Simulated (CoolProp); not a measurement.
Vapour pressure (MPa) of ethylene: the reference equation beside estimates from Tc = 282.4 K, pc = 5.042 MPa, ω = 0.087.

Values from CoolProp's reference Helmholtz-energy equation of state, Smukala 2000.

```
T (K)   reference  van der Waals  Soave-Redlich-Kwong
-----  ----------  -------------  -------------------
130.2    0.004520        0.07931             0.004461
138.5     0.01033         0.1229              0.01018
146.8     0.02124         0.1817           (withheld)
155.2     0.04033         0.2591              0.03978
163.5     0.07068     (withheld)              0.06986
171.8      0.1166         0.4746               0.1155
180.1  (withheld)     (withheld)               0.1816
188.4  (withheld)         0.7879               0.2734
196.8      0.3986     (withheld)               0.3983
```

Q: Fill in the missing entries.

A: 
- 146.8, Soave-Redlich-Kwong: 0.02093
- 163.5, van der Waals: 0.3557
- 180.1, reference: 0.1828
- 180.1, van der Waals: 0.6180
- 188.4, reference: 0.2744
- 196.8, van der Waals: 0.9888

Absolute difference from the reference over all 9 rows, mean and median: van der Waals 591.8 and 403.3 %, Soave-Redlich-Kwong 1.0 and 1.2 %.
